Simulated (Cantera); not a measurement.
Mixture: CH₄ : CO : O₂ : N₂ : H₂O = 1 : 0.72 : 3.75 : 14.1 : 4.1 (molar parts), equivalence ratio 0.63, at 6.90 bar, adiabatic and at constant volume. Ignition delay is the time to a rise of 400 K.

Detailed kinetics in Cantera: GRI-Mech 3.0 (53 species, 325 reactions).

**Question.** At T0 = 1400 K, what is the delay, and which 7 reactions control it most (d ln τ / d ln k, from doubling and halving each rate constant)?

**Answer.** The delay is 0.727 ms.
```csv
reaction,d ln τ / d ln k,faster rate
2 CH3 (+M) <=> C2H6 (+M),0.60,lengthens it
CH3 + O2 <=> CH3O + O,-0.50,shortens it
CH3 + HO2 <=> CH3O + OH,-0.38,shortens it
H + O2 <=> O + OH,-0.35,shortens it
CH3 + O2 <=> CH2O + OH,-0.29,shortens it
CH4 + H <=> CH3 + H2,0.26,lengthens it
CH4 + OH <=> CH3 + H2O,0.24,lengthens it
```
